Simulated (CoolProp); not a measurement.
Saturation properties of n-perfluorohexane.

Values from CoolProp's reference Helmholtz-energy equation of state, Gao 2022.

```tsv
T (°C)	p (bar)	vapour density (kg/m³)	enthalpy of vaporisation (kJ/kg)
-55.95	0.001423	0.02665	113.2
-39.05	0.006398	0.1112	109.0
-22.05	0.02256	0.3664	104.8
-5.15	0.06479	0.9905	100.6
11.75	0.1591	2.306	96.46
28.65	0.3442	4.771	92.18
45.65	0.6751	9.027	87.67
62.55	1.213	15.82	82.91
```

It boils at 57.1 °C under 1 atm.
